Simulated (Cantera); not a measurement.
A perfectly stirred reactor is fed with CH3OH : O2 : N2 = 0.0025 : 0.058 : 1 (molar parts), equivalence ratio 0.065, at 14.0 bar; it is held at 1450 K, and followed from long to short residence time.

Cantera simulation using GRI-Mech 3.0 (53 species, 325 reactions); the numbers are that mechanism's predictions, not measurements. GRI-Mech 3.0 was tuned for natural gas; its chemistry of methanol as a main component is partial and can be far from experiment. The pressure lies above the range GRI-Mech 3.0 was tuned for (to about 10 atm).

One state of this run: x CH3OH = 8.12e-6; x O2 = 0.0512; x C2H2 = <1e-12; x NO = 1.84e-7; x CH4 = 2.00e-9; x H2O2 = 2.65e-8; x N2O = 2.11e-6. x: mole fraction; the columns are a selection and need not sum to one.

Which value of τ (s) does it belong to?
(A) 11
(B) 0.25
(C) 0.0057
(D) 0.015

D, 0.015
